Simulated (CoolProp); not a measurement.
Vapour-liquid equilibrium of propane (1) + R114 (2) at 33.35 °C; x and y are mole fractions of (1).

Values from CoolProp's multi-fluid Helmholtz-energy mixture model, Lemmon 2009 and Platzer 1990; pair parameters Bell 2016. This equation is an older, rougher fit; its heat capacities, sound speeds and derivatives of the liquid may be far off and weren't checked against measurements.

```json
[
 {"x": "0.05", "bubble pressure, mixture model (MPa)": "0.3381", "bubble pressure, Raoult's law (MPa)": "0.3227", "y, mixture model": "0.202", "y, Raoult's law": "0.181"},
 {"x": "0.2", "bubble pressure, mixture model (MPa)": "0.5002", "bubble pressure, Raoult's law (MPa)": "0.4566", "y, mixture model": "0.515", "y, Raoult's law": "0.513"},
 {"x": "0.35", "bubble pressure, mixture model (MPa)": "0.6409", "bubble pressure, Raoult's law (MPa)": "0.5905", "y, mixture model": "0.669", "y, Raoult's law": "0.694"},
 {"x": "0.5", "bubble pressure, mixture model (MPa)": "0.7677", "bubble pressure, Raoult's law (MPa)": "0.7244", "y, mixture model": "0.768", "y, Raoult's law": "0.808"},
 {"x": "0.65", "bubble pressure, mixture model (MPa)": "0.8875", "bubble pressure, Raoult's law (MPa)": "0.8583", "y, mixture model": "0.845", "y, Raoult's law": "0.887"},
 {"x": "0.8", "bubble pressure, mixture model (MPa)": "1.006", "bubble pressure, Raoult's law (MPa)": "0.9922", "y, mixture model": "0.912", "y, Raoult's law": "0.944"},
 {"x": "0.95", "bubble pressure, mixture model (MPa)": "1.128", "bubble pressure, Raoult's law (MPa)": "1.126", "y, mixture model": "0.978", "y, Raoult's law": "0.988"}
]
```

The largest gap from Raoult's law is +9.5 % in bubble pressure, at x = 0.2. No azeotrope shows between x = 0.05 and 0.95.

Pair parameters are fitted to limited data, so mixtures are less certain than the pure fluids.
